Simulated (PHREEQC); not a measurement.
Make-up at 20 °C: 0.0019 mol/kgw ZnSO4, 0.0017 mol/kgw ZnCl2, 0.04 mol/kgw HCl and 0.00051 mol/kgw NaCl. It is in equilibrium with CO2 at log p = 0 (atm). Otherwise closed; pH follows from the charge balance.

Computed with PHREEQC (ion-association model, phreeqc.dat).

Precipitation was switched off in this run.

### Question
Predict the pH, density, specific conductance.

### Answer
pH 1.48; density 1.000 g/cm³; specific conductance 13500 µS/cm.

### Question
In which forms is S present?

### Answer
HSO4- 58 %, SO4-2 36 %, ZnSO4 5.7 % of the S.
